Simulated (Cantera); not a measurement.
Low-pressure radical oxidation in H2/O2

An isothermal, constant-pressure homogeneous reactor starts with 1.05 % H2, 87.6 % O2, 11.4 % N2, at 1075 K and 10.00 Torr.

Cantera simulation using GRI-Mech 3.0 (53 species, 325 reactions); the numbers are that mechanism's predictions, not measurements. Radical loss at walls, strong at low pressure, is not modelled.

| t (s) | x H2 | x O2 | x NO | x H2O2 | x HO2 |
|---|---|---|---|---|---|
| 4.00e-6 | 0.0105 | 0.876 | <1e-12 | <1e-12 | 2.40e-12 |
| 1.23e-5 | 0.0105 | 0.876 | <1e-12 | <1e-12 | 7.43e-12 |
| 3.81e-5 | 0.0105 | 0.876 | <1e-12 | <1e-12 | 2.29e-11 |
| 0.000118 | 0.0105 | 0.876 | <1e-12 | <1e-12 | 7.10e-11 |
| 0.000363 | 0.0105 | 0.876 | <1e-12 | <1e-12 | 2.20e-10 |
| 0.00112 | 0.0105 | 0.876 | <1e-12 | <1e-12 | 6.85e-10 |
| 0.00346 | 0.0105 | 0.876 | <1e-12 | <1e-12 | 2.44e-9 |
| 0.0107 | 0.00984 | 0.875 | <1e-12 | 5.14e-9 | 1.67e-6 |
| 0.0330 | 5.38e-5 | 0.868 | 2.45e-9 | 2.11e-8 | 1.52e-6 |
| 0.102 | 2.66e-5 | 0.871 | 5.12e-9 | 2.00e-8 | 1.15e-6 |
| 0.315 | 7.47e-6 | 0.874 | 6.14e-9 | 1.79e-8 | 6.30e-7 |
| 0.972 | 1.21e-6 | 0.875 | 6.33e-9 | 1.22e-8 | 2.26e-7 |
| 3.00 | 1.61e-7 | 0.875 | 6.38e-9 | 5.27e-9 | 5.73e-8 |
x: mole fraction; the columns are a selection and need not sum to one.

Equilibrium at this temperature and pressure: H2 6.90e-11, O2 0.875, NO 5.27e-5, H2O2 7.86e-12, HO2 9.16e-10 (gas phase only).
